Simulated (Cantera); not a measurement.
Charge: 1 mol SiCl4, 6 mol O3, 7 mol H2, equilibrated at 1173.15 K and 30.0 Pa.

Equilibrium computed with Cantera from the NASA thermochemical tables; the gas is ideal and each condensed phase is pure. Candidate condensed phases: H2O, Si, SiO2; 30 gas species. The tables hold silica as quartz up to 1696 K and as liquid above; real silica turns to tridymite and cristobalite and melts near 1996 K. Equilibrium is a limit: real reactors are often held back by kinetics, nucleation or transport.

Base state: O2 0.378, H2O 0.347, HCl 0.272, Cl 0.00336, Cl2 0.000268, OH 3.38e-5 (mole fractions); condensed: SiO2(β-quartz).

Q: What changes in the equilibrium state with this change: O3 from 6 to 1.8 mol?

A: 
| species | before | after |
|---|---|---|
| HCl | 0.272 | 0.444 |
| H2O | 0.347 | 0.378 |
| H2 | 2.34e-7 | 0.178 |
| O2 | 0.378 | <1e-9 |
| Cl2 | 0.000268 | <1e-9 |
| OH | 3.38e-5 | 4.22e-8 |
| Cl | 0.00336 | 6.29e-6 |
| SiO2(β-quartz), mol | 1.00 | 1.00 |

Q: What changes in the equilibrium state with this change: H2 from 7 to 3.7 mol?

A: 
```
species                before    after
-------------------  --------  -------
O2                      0.378    0.554
HCl                     0.272    0.302
H2O                     0.347    0.136
Cl2                  0.000268  0.00102
Cl                    0.00336  0.00655
OH                    3.38e-5  2.33e-5
SiO2(β-quartz), mol      1.00     1.00
```

Q: What changes in the equilibrium state with this change: H2 from 7 to 0.2 mol?

A: 
```json
[
 {"species": "O2", "before": "0.378", "after": "0.755"},
 {"species": "Cl2", "before": "0.000268", "after": "0.133"},
 {"species": "Cl", "before": "0.00336", "after": "0.0746"},
 {"species": "H2O", "before": "0.347", "after": "1.91e-5"},
 {"species": "HCl", "before": "0.272", "after": "0.0377"},
 {"species": "OH", "before": "3.38e-5", "after": "2.98e-7"},
 {"species": "ClO", "before": "1.48e-6", "after": "4.66e-5"},
 {"species": "SiO2(β-quartz), mol", "before": "1.00", "after": "1.00"}
]
```
